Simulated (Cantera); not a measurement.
**CF4 + F2 (fluorocarbon and chlorocarbon gases)**

Feed: 1 mol CF4, 0.51 mol F2, equilibrated at 5.70 Torr.

Equilibrium computed with Cantera from the NASA thermochemical tables; the gas is ideal and each condensed phase is pure. Candidate condensed phases: C; 13 gas species. Gases not in the tables: C2F6 and larger saturated fluorocarbons. The numbers say what is thermodynamically allowed, not how fast it happens.

```
T (°C)  log p F  log p CF2  log p CF4  log p CF
------  -------  ---------  ---------  --------
2125      -2.26      -2.79      -3.40     -4.54
2150      -2.25      -2.78      -3.58     -4.41
2175      -2.25      -2.77      -3.76     -4.29
2200      -2.25      -2.76      -3.95     -4.18
2225      -2.25      -2.76      -4.13     -4.07
2250      -2.24      -2.77      -4.32     -3.96
2275      -2.24      -2.77      -4.51     -3.87
2300      -2.24      -2.78      -4.70     -3.77
```
log p: log10 of the partial pressure in bar; nothing condenses.

From 2125 °C to 2300 °C nothing is condensed. The main C-bearing gas is CF2 throughout.
